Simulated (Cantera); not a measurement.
A Cantera script and what it prints.

```python
import numpy as np
import cantera as ct

gas_names = """
    CL CL2 H HCL H2 N NH NH2 NH3 N2 N2H2 N2H4 Si SiCL SiCL2 SiCL3 SiCL4 SiH SiHCL3 SiH2 SiH2CL2 SiH3
    SiH3CL SiH4 SiN Si2 Si2N Si3
""".split()
cond_names = """
    NH4CL(a) NH4CL(b) Si(cr) Si(L) Si3N4(a)
""".split()


def load(file, names, dense=False):
    # The tables refer to 1 bar. Condensed volumes are neglected.
    table = {s.name: s for s in ct.Species.list_from_file(file)}
    out = []
    for n in names:
        d = dict(table[n].input_data)
        d["thermo"] = dict(d["thermo"], **{"reference-pressure": 1e5})
        if dense:
            d["equation-of-state"] = {"model": "constant-volume", "density": "1e6 g/cm^3"}
        out.append(ct.Species.from_dict(d))
    return out


gas = ct.Solution(thermo="ideal-gas", species=load("nasa_gas.yaml", gas_names))
cond = {s.name: ct.Solution(thermo="fixed-stoichiometry", species=[s], name=s.name)
        for s in load("nasa_condensed.yaml", cond_names, dense=True)}
atoms = {
    'SiHCl3': {'Si': 1, 'H': 1, 'CL': 3},
    'N2': {'N': 2},
}
top_T = {'Si3N4(a)': 2400}  # K; cautious upper limits of use, not melting points


def equilibrate(T, P, feed):
    n = {}
    for name, mol in feed.items():
        for a, k in atoms[name].items():
            n[a] = n.get(a, 0.0) + k * mol
    gas.TPX = T, P, n
    mass = sum(n.values()) * gas.mean_molecular_weight
    gas.equilibrate("TP")
    valid = [c for c in cond.values() if c.min_temp <= T <= top_T.get(c.name, c.max_temp)]
    mix = ct.Mixture([(gas, mass / gas.mean_molecular_weight)] + [(c, 0.0) for c in valid])
    mix.T, mix.P = T, P
    mix.equilibrate("TP", solver="vcs", rtol=1e-11, max_steps=5000)
    return mix


results = []
T = 1425  # K
P = 6500  # Pa
for m in [3.6, 4.7, 6.2, 8.1, 11, 14, 18, 24, 31, 40, 53, 69, 90]:
    feed = {'SiHCl3': 1, 'N2': m}  # mol
    mix = equilibrate(T, P, feed)
    results.append((T, P, feed, dict(zip(mix.species_names, mix.species_moles))))

top = {s: max(r[3][s] / sum(r[3][g] for g in gas_names) for r in results) for s in gas_names}
cols = sorted((s for s in top if top[s] > 1e-05), key=lambda s: -top[s])[:6]
seen = [c for c in cond_names if any(r[3].get(c, 0) > 1e-12 for r in results)]
print("log10 of partial pressures in bar; condensed amounts in mol")
print(f"{'n(N2)':>10s}" + "".join(f"{s[:9]:>10s}" for s in cols + seen))
for T, P, feed, n in results:
    ng = sum(n[g] for g in gas_names)
    print(f"{feed['N2']:10.4g}" + "".join(f"{np.log10(max(n[s] / ng * P / 1e5, 1e-99)):10.3f}" for s in cols)
          + "".join(f"{n.get(c, 0):10.4g}" for c in seen))
```

Result:

```
log10 of partial pressures in bar; condensed amounts in mol
     n(N2)        N2       HCL     SiCL4        H2     SiCL3     SiCL2  Si3N4(a)
       3.6    -1.349    -1.969    -2.228    -2.886    -2.914    -3.006      0.13
       4.7    -1.315    -2.050    -2.325    -3.010    -2.993    -3.066    0.1303
       6.2    -1.286    -2.140    -2.432    -3.146    -3.078    -3.129    0.1302
       8.1    -1.265    -2.231    -2.541    -3.283    -3.163    -3.190    0.1299
        11    -1.245    -2.341    -2.670    -3.444    -3.263    -3.262    0.1291
        14    -1.234    -2.431    -2.776    -3.574    -3.345    -3.318    0.1282
        18    -1.224    -2.527    -2.890    -3.713    -3.431    -3.378    0.1269
        24    -1.215    -2.639    -3.022    -3.874    -3.533    -3.448    0.1251
        31    -1.209    -2.741    -3.143    -4.019    -3.624    -3.510    0.1231
        40    -1.204    -2.844    -3.266    -4.165    -3.717    -3.573    0.1208
        53    -1.200    -2.959    -3.405    -4.327    -3.822    -3.644    0.1178
        69    -1.197    -3.067    -3.537    -4.479    -3.921    -3.711    0.1147
        90    -1.195    -3.178    -3.673    -4.633    -4.023    -3.779    0.1111
```

Equilibrium computed with Cantera from the NASA thermochemical tables; the gas is ideal and each condensed phase is pure. N2 is the only nitrogen source here; it is nearly inert below about 1500 K, so the nitride shown seldom forms there in practice. The tables' values for SiCl3 are old estimates; treat these amounts as uncertain.
